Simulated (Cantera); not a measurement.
Charge: 1 mol Pb, 0.068 mol O2, 2.3 mol CO, equilibrated at 0.0350 bar.

These are equilibrium values from Cantera (NASA tables, ideal gas, pure condensed phases), not measurements of a reactor. Candidate condensed phases: C, Pb, PbO, PbO2, Pb3O4; 15 gas species. Equilibrium is a limit: real reactors are often held back by kinetics, nucleation or transport.

Q: Which condensed phases are stable at each of these points (T (°C)): 602, 702, 802, 902, 1002, 1102, 1202, 1302, 1402, 1502, 1602, 1702?

A: 
```tsv
T (°C)	condensed phases	Pb condensed (%)
602	C(graphite) + Pb(l)	100.0
702	Pb(l)	99.9
802	Pb(l)	99.5
902	Pb(l)	97.1
1002	Pb(l)	86.9
1102	Pb(l)	46.9
1202	gas only	0.0
1302	gas only	0.0
1402	gas only	0.0
1502	gas only	0.0
1602	gas only	0.0
1702	gas only	0.0
```

At 602 °C the condensed part is C(graphite) + Pb(l). From 702 °C to 1102 °C the condensed part is Pb(l). From 1202 °C to 1702 °C nothing is condensed.
